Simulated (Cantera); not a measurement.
## Premixed flame

A freely propagating, adiabatic, planar premixed flame of 2.60 % C₃H₈, 18.9 % O₂, 70.7 % N₂, 7.80 % CO₂, unburnt at 350 K and 0.600 bar; mixture-averaged transport, grid criteria slope 0.08 and curve 0.16, no radiation.

Cantera simulation using GRI-Mech 3.0 (53 species, 325 reactions); the numbers are that mechanism's predictions, not measurements. GRI-Mech 3.0 was tuned for natural gas; its chemistry of propane as a main component is partial and can be far from experiment. Burning velocities carry a grid error of a few per cent, more on coarse grids.

| z (mm) | T (K) | u (m/s) | x C₃H₈ | x O₂ | x CO₂ | x H₂O | x O | x C₂H₄ |
|---|---|---|---|---|---|---|---|---|
| -2.76 | 350 | 0.264 | 0.0260 | 0.188 | 0.0780 | 3.34e-5 | <1e-8 | 2.85e-7 |
| -1.84 | 352 | 0.265 | 0.0260 | 0.188 | 0.0780 | 0.000339 | <1e-8 | 5.21e-6 |
| -1.38 | 361 | 0.272 | 0.0259 | 0.187 | 0.0779 | 0.00158 | <1e-8 | 3.81e-5 |
| -0.921 | 419 | 0.318 | 0.0255 | 0.182 | 0.0781 | 0.00849 | <1e-8 | 0.000363 |
| -0.461 | 733 | 0.565 | 0.0193 | 0.152 | 0.0824 | 0.0378 | 1.72e-7 | 0.00296 |
| -0.230 | 1050 | 0.822 | 0.00840 | 0.120 | 0.0906 | 0.0630 | 1.26e-5 | 0.00520 |
| 0 | 1364 | 1.08 | 0.000371 | 0.0870 | 0.105 | 0.0857 | 0.000494 | 0.00215 |
| 0.230 | 1489 | 1.17 | 3.44e-7 | 0.0712 | 0.119 | 0.0936 | 0.00224 | 6.15e-5 |
| 0.461 | 1542 | 1.21 | <1e-8 | 0.0656 | 0.129 | 0.0952 | 0.00277 | 6.45e-7 |
| 0.921 | 1608 | 1.26 | <1e-8 | 0.0613 | 0.138 | 0.0965 | 0.00243 | <1e-8 |
| 1.84 | 1674 | 1.30 | <1e-8 | 0.0585 | 0.144 | 0.0986 | 0.00154 | <1e-8 |
| 3.69 | 1722 | 1.34 | <1e-8 | 0.0568 | 0.148 | 0.101 | 0.000732 | <1e-8 |
| 7.37 | 1748 | 1.35 | <1e-8 | 0.0560 | 0.151 | 0.102 | 0.000289 | <1e-8 |
x: mole fraction of selected species; z is measured from the peak of heat release.

| Property | Result |
|---|---|
| laminar burning velocity | 26.4 cm/s |
| thermal thickness | 0.921 mm |
| peak x(O) | 0.00278 |
| peak x(C₂H₄) | 0.00525 |
| grid points | 141 |
